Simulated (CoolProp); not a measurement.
Properties of sulfur hexafluoride along the isotherm 15.65 °C (Tc = 45.6 °C, pc = 3755 kPa, ω = 0.210).

Computed with CoolProp (reference Helmholtz-energy equation of state, Guder 2009).

| p (kPa) | phase | Z | cp (kJ/(kg K)) | speed of sound (m/s) | Prandtl number |
|---|---|---|---|---|---|
| 2090 | liquid | 0.08833 | 1.161 | 252.4 | 2.90 |
| 4170 | liquid | 0.1706 | 1.075 | 292.1 | 2.83 |
| 6260 | liquid | 0.2500 | 1.029 | 322.9 | 2.82 |
| 8340 | liquid | 0.3269 | 0.9994 | 348.6 | 2.84 |
| 10400 | liquid | 0.4013 | 0.9784 | 370.8 | 2.86 |
| 12500 | liquid | 0.4758 | 0.9621 | 391.1 | 2.89 |
| 14600 | liquid | 0.5490 | 0.9493 | 409.6 | 2.92 |
| 16700 | liquid | 0.6212 | 0.9388 | 426.6 | 2.95 |
| 18800 | liquid | 0.6924 | 0.9301 | 442.5 | 2.99 |

Viscosity comes from a separate model (Quiñones-Cisneros 2012). Thermal conductivity comes from a separate model (Assael 2012).
